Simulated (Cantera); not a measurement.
Charge: 1 mol Si, 0.97 mol H2O, 9 mol N2, held at 1575 °C and 0.00133 bar.

These are equilibrium values from Cantera (NASA tables, ideal gas, pure condensed phases), not measurements of a reactor. Candidate condensed phases: H2O, Si, SiO2, Si2N2O, Si3N4; 35 gas species. The tables' values for SiN are old estimates; treat these amounts as uncertain. Equilibrium is a limit: real reactors are often held back by kinetics, nucleation or transport.

Base state: N2 0.819, SiO 0.0882, H2 0.0861, H 0.00426, Si 0.00259, SiN 3.30e-5, Si2N 2.77e-5, SiH 2.76e-5 (mole fractions); condensed: gas only.

Task: What changes in the equilibrium state with this change: temperature from 1575 °C to 875 °C?

Result: 
| species | before | after |
|---|---|---|
| N2 | 0.819 | 0.899 |
| H2 | 0.0861 | 0.101 |
| H | 0.00426 | 6.23e-7 |
| SiO | 0.0882 | 6.40e-8 |
| Si | 0.00259 | <1e-9 |
| SiN | 3.30e-5 | <1e-9 |
| SiO2(β-quartz), mol | 0 | 0.313 |
| Si2N2O(s), mol | 0 | 0.343 |
N2 is the only nitrogen source here; it is nearly inert below about 1500 K, so the nitride shown seldom forms there in practice. Mutual solubility and eutectic melting of coexisting phases are not modelled. The tables hold silica as quartz up to 1696 K and as liquid above; real silica turns to tridymite and cristobalite and melts near 1996 K.
